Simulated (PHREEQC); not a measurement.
Make-up at 25 °C: 0.049 mol/kgw Pb(NO3)2, 0.00016 mol/kgw MgSO4, 0.0021 mol/kgw HCl and 0.0036 mol/kgw Na2SO4. Closed to the air; pH follows from the charge balance.

All values are PHREEQC results (ion-association model, wateq4f.dat), not measurements.

```csv
quantity,before,after
pH,2.78,2.79
ionic strength (mol/kgw),0.122,0.124
Cl- (mol/kgw),0.00146,0.00147
HSO4- (mol/kgw),8.38e-5,0.000114
SI of Epsomite (MgSO4:7H2O),-5.49,-4.36
SI of Halite (NaCl),-6.80,-6.80
```

Which change was made?
(A) Pb(NO3)2 left out
(B) Pb(NO3)2 from 0.049 to 0.245 mol/kgw
(C) MgSO4 from 0.00016 to 0.0016 mol/kgw

C, MgSO4 from 0.00016 to 0.0016 mol/kgw

No solid was allowed to form. Some of these states are supersaturated (in Anglesite, for instance).
